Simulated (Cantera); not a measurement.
An isothermal, constant-pressure homogeneous reactor starts with 0.662 % C₂H₆, 99.3 % N₂, at 1000 K and 15.8 Torr.

Cantera simulation using GRI-Mech 3.0 (53 species, 325 reactions); the numbers are that mechanism's predictions, not measurements. GRI-Mech 3.0 stops at C3 and has no aromatics, soot or wall deposition, so with more carbon than oxygen in the feed, carbon stays in small species such as C2H2 where larger ones or solid carbon would form. Radical loss at walls, strong at low pressure, is not modelled.

x: mole fraction; the columns are a selection and need not sum to one.

```tsv
t (s)	x C₂H₆	x CH₄	x C₂H	x H₂	x HCN
4.00e-6	0.00662	<1e-12	<1e-12	<1e-12	<1e-12
1.77e-5	0.00662	<1e-12	<1e-12	<1e-12	<1e-12
7.81e-5	0.00662	<1e-12	<1e-12	<1e-12	<1e-12
0.000345	0.00662	1.55e-12	<1e-12	<1e-12	<1e-12
0.00152	0.00662	3.00e-11	<1e-12	3.15e-12	<1e-12
0.00673	0.00662	5.77e-10	<1e-12	4.00e-10	<1e-12
0.0297	0.00662	1.05e-8	<1e-12	3.70e-8	<1e-12
0.131	0.00662	1.58e-7	<1e-12	2.56e-6	<1e-12
0.580	0.00655	2.20e-6	<1e-12	6.92e-5	<1e-12
2.56	0.00603	2.23e-5	<1e-12	0.000570	2.29e-12
11.3	0.00388	0.000122	<1e-12	0.00267	4.03e-12
50.0	…	…	<1e-12	…	5.30e-12
```

### Question
What belongs in the gaps?

### Answer

- 50.0, x C₂H₆: 0.000381
- 50.0, x CH₄: 0.000343
- 50.0, x H₂: 0.00664
